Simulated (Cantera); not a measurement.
Mixture: 31.6 % H2, 14.4 % O2, 54.0 % N2, at 2.17 atm, adiabatic and at constant pressure. Ignition delay is the time to a rise of 400 K.

Model: GRI-Mech 3.0 (53 species, 325 reactions), integrated in Cantera. The hydrogen kinetics of GRI-Mech 3.0 are dated; newer H2 mechanisms differ, most at raised pressure. Where the delays flatten at high temperature, the 400 K rule measures the pace of heat release, not the induction time.

**Question.** Predict: delay at 1025 K; delay at 1125 K; delay at 1225 K; delay at 1325 K; delay at 1425 K.

**Answer.** 
| Property | Value |
|---|---|
| delay at 1025 K | 1.50 ms |
| delay at 1125 K | 44.6 µs |
| delay at 1225 K | 20.1 µs |
| delay at 1325 K | 12.2 µs |
| delay at 1425 K | 8.45 µs |
